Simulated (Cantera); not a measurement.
# Equilibrium for silicon nitride deposition: SiHCl3 + N2 + NH3

Input: 1 mol SiHCl3, 41 mol N2, 0.47 mol NH3, equilibrated at 1823.15 K.

Method: chemical equilibrium by Gibbs-energy minimisation in Cantera with the NASA 1993 tables (ideal gas, pure condensed phases). Candidate condensed phases: NH4Cl, Si, Si3N4; 28 gas species. The tables' values for SiCl3, SiCl, SiN are old estimates; treat these amounts as uncertain. Rates play no part.

| P (Pa) | log p N2 | log p HCl | log p SiCl2 | log p H2 | log p Cl | log p Si | log p H | n Si3N4(s) |
|---|---|---|---|---|---|---|---|---|
| 5 | -4.34 | -5.89 | -6.14 | -6.26 | -6.24 | -6.46 | -6.49 | 0 |
| 26 | -3.62 | -5.20 | -5.30 | -5.45 | -5.96 | -6.18 | -6.09 | 0 |
| 140 | -2.88 | -4.50 | -4.52 | -4.67 | -5.64 | -6.03 | -5.70 | 0 |
| 710 | -2.18 | -3.80 | -3.80 | -3.95 | -5.31 | -5.98 | -5.34 | 0 |
| 3700 | -1.46 | -3.08 | -3.08 | -3.22 | -4.95 | -5.97 | -4.97 | 0 |
| 19000 | -0.75 | -2.33 | -2.41 | -2.54 | -4.54 | -6.12 | -4.63 | 0.0202 |
| 100000 | -0.03 | -1.50 | -1.83 | -1.93 | -4.01 | -6.60 | -4.33 | 0.0851 |
log p: log10 of the partial pressure in bar; n: condensed amount in mol.

From 5.00 Pa to 37.0 mbar nothing is condensed. From 0.190 bar to 1.00 bar the condensed part is Si3N4(s). The main Si-bearing gas is SiCl2 throughout.
